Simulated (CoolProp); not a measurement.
The numbers come from the reference Helmholtz-energy equation of state, Thol 2019 in CoolProp.

Task: For decamethylcyclopentasiloxane (D5), give the phase and the cv (kJ/(kg K)), Joule-Thomson coefficient (K/MPa) at 537.6 K and 0.647 MPa; 553.5 K and 0.647 MPa; 601.4 K and 0.647 MPa.

Result: 
- 537.6 K and 0.647 MPa: liquid; cv 1.85, Joule-Thomson coefficient 0.268
- 553.5 K and 0.647 MPa: liquid; cv 1.88, Joule-Thomson coefficient 0.519
- 601.4 K and 0.647 MPa: gas; cv 1.93, Joule-Thomson coefficient 18.7
